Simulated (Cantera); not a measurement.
# Pyrogenic steam for wet oxidation

An isothermal, constant-pressure homogeneous reactor starts with H2 : O2 : N2 = 0.31 : 1 : 2.9 (molar parts), equivalence ratio 0.15, at 800 K and 1.00 bar.

Detailed kinetics in Cantera: the H2/O2 subset of GRI-Mech 3.0, which has no nitrogen chemistry. Below about 950 K walls govern HO2 and H2O2 in real vessels. The temperature is held fixed by assumption; the heat of reaction is taken as removed at once.

```
t (s)        x H2   x O2     x H2O      x OH       x O    x H2O2       x H
--------  -------  -----  --------  --------  --------  --------  --------
4.00e-5    0.0736  0.238    <1e-12    <1e-12    <1e-12    <1e-12    <1e-12
0.000120   0.0736  0.238    <1e-12    <1e-12    <1e-12    <1e-12    <1e-12
0.000362   0.0736  0.238    <1e-12    <1e-12    <1e-12    <1e-12    <1e-12
0.00109    0.0736  0.238  2.30e-12    <1e-12    <1e-12    <1e-12    <1e-12
0.00328    0.0736  0.238  7.05e-12    <1e-12    <1e-12    <1e-12    <1e-12
0.00988    0.0736  0.238  2.17e-11    <1e-12    <1e-12  3.94e-12    <1e-12
0.0297     0.0736  0.238  6.95e-11    <1e-12    <1e-12  3.56e-11    <1e-12
0.0894     0.0736  0.238  2.52e-10    <1e-12    <1e-12  3.24e-10    <1e-12
0.269      0.0736  0.238   1.30e-9    <1e-12    <1e-12   2.99e-9    <1e-12
0.810      0.0736  0.238   1.39e-8    <1e-12    <1e-12   3.06e-8    <1e-12
2.44       0.0736  0.238   3.55e-7    <1e-12  1.09e-12   4.43e-7  2.65e-12
7.34       0.0736  0.238   1.36e-5  9.23e-12  9.29e-12   6.49e-6  2.27e-11
22.1       0.0730  0.237  0.000581  1.38e-10  1.13e-10   9.87e-5  2.80e-10
66.5       0.0545  0.230    0.0193   1.21e-9  6.90e-10  0.000629   1.47e-9
200       0.00760  0.211    0.0684   1.66e-9  6.00e-10  0.000115  2.23e-10
```
x: mole fraction; the columns are a selection and need not sum to one.

Equilibrium at this temperature and pressure: H2 <1e-12, O2 0.208, H2O 0.0764, OH 7.64e-10, O <1e-12, H2O2 4.05e-12, H <1e-12 (gas phase only).
